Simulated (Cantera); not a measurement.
Feed: 1 mol TiO2, 0.62 mol H2, 1.9 mol N2, equilibrated at 10.0 mbar.

Method: chemical equilibrium by Gibbs-energy minimisation in Cantera with the NASA 1993 tables (ideal gas, pure condensed phases). Candidate condensed phases: H2O, Ti, TiN, TiO, TiO2, Ti2O3, Ti3O5, Ti4O7; 27 gas species. Mutual solubility and eutectic melting of coexisting phases are not modelled. Condensed phases not in the tables: Magnéli phases beyond Ti4O7. Kinetics and transport are ignored. All values below are at 1925 K.

Base state: N2 0.752, H2 0.204, H2O 0.0393, H 0.00432, OH 7.19e-5 (mole fractions); condensed: TiO2(rutile) + Ti4O7(s).

**Question.** What changes in the equilibrium state with this change: pressure from 10.0 mbar to 1.33 mbar?

**Answer.** 
```json
[
 {"species": "N2", "before": "0.752", "after": "0.749"},
 {"species": "H2", "before": "0.204", "after": "0.200"},
 {"species": "H2O", "before": "0.0393", "after": "0.0385"},
 {"species": "H", "before": "0.00432", "after": "0.0117"},
 {"species": "TiO2", "before": "5.20e-6", "after": "3.90e-5"},
 {"species": "NO", "before": "4.06e-6", "after": "1.11e-5"},
 {"species": "OH", "before": "7.19e-5", "after": "0.000195"},
 {"species": "TiO2(rutile), mol", "before": "0.602", "after": "0.607"},
 {"species": "Ti4O7(s), mol", "before": "0.0994", "after": "0.0982"}
]
```
